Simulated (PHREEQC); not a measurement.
## Buffer: speciation

Consider water at 77 °C with 8.4 mmol/kgw KH2PO4, 7.5 mmol/kgw KOH and 0.52 mmol/kgw KCl. Closed to the air; pH follows from the charge balance.

Model: ion-association model, phreeqc.dat, run in PHREEQC.

| Quantity | Value |
|---|---|
| pH | 7.79 |
| ionic strength | 0.0237 mol/kgw |
| specific conductance | 4220 µS/cm |
| total alkalinity | 7.50 meq/kg |

```json
[
 {"species": "K+", "molality": "0.0163", "activity": "0.0138", "log γ": "-0.073"},
 {"species": "HPO4-2", "molality": "0.00736", "activity": "0.00389", "log γ": "-0.277"},
 {"species": "H2PO4-", "molality": "0.000918", "activity": "0.000785", "log γ": "-0.068"},
 {"species": "Cl-", "molality": "0.000520", "activity": "0.000440", "log γ": "-0.073"},
 {"species": "KHPO4-", "molality": "0.000122", "activity": "0.000104", "log γ": "-0.068"},
 {"species": "OH-", "molality": "1.66e-5", "activity": "1.40e-5", "log γ": "-0.074"},
 {"species": "PO4-3", "molality": "1.18e-6", "activity": "2.65e-7", "log γ": "-0.650"},
 {"species": "H+", "molality": "1.84e-8", "activity": "1.61e-8", "log γ": "-0.059"},
 {"species": "H3PO4", "molality": "3.13e-9", "activity": "3.14e-9", "log γ": "0.002"}
]
```

This is a speciation only: nothing precipitates in the calculation. Constants without temperature data keep their 25 °C values here.
